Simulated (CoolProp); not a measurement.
Properties of R152A along the isotherm 236.9 K (Tc = 386.4 K, pc = 4.517 MPa, ω = 0.275).

Model: reference Helmholtz-energy equation of state, Outcalt 1996, in CoolProp. It is a modified Benedict-Webb-Rubin equation, recast in Helmholtz form.

```
p (MPa)   phase  density (kg/m³)  speed of sound (m/s)  Joule-Thomson coefficient (K/MPa)
-------  ------  ---------------  --------------------  ---------------------------------
0.00714     gas           0.2403                 186.1                              65.15
0.0163      gas           0.5511                 185.5                              65.20
0.037       gas            1.264                 184.2                              65.32
0.0842   liquid             1036                 949.3                            -0.3245
0.192    liquid             1037                 949.9                            -0.3248
0.436    liquid             1037                 951.3                            -0.3256
0.992    liquid             1038                 954.5                            -0.3272
2.26     liquid             1040                 961.8                            -0.3308
```
